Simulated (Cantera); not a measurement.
Input: 1 mol C, 1.5 mol H2O, held at 2325 K and 7.80 mbar.

Method: chemical equilibrium by Gibbs-energy minimisation in Cantera with the NASA 1993 tables (ideal gas, pure condensed phases). Candidate condensed phases: C, C6H6, C7H8, C8H18, H2O; 110 gas species. Equilibrium is a limit: real reactors are often held back by kinetics, nucleation or transport.

**Question.** What is the equilibrium state?

**Answer.** 
| Item | Value |
|---|---|
| x(H2) | 0.375 |
| x(CO) | 0.357 |
| x(H2O) | 0.159 |
| x(H) | 0.0763 |
| x(CO2) | 0.0265 |
| x(OH) | 0.00538 |
| x(O) | 0.000743 |
| x(O2) | 0.000131 |
| gas amount | 2.609 mol |
| log10 activity of C(graphite) (absent) | -6.59 |
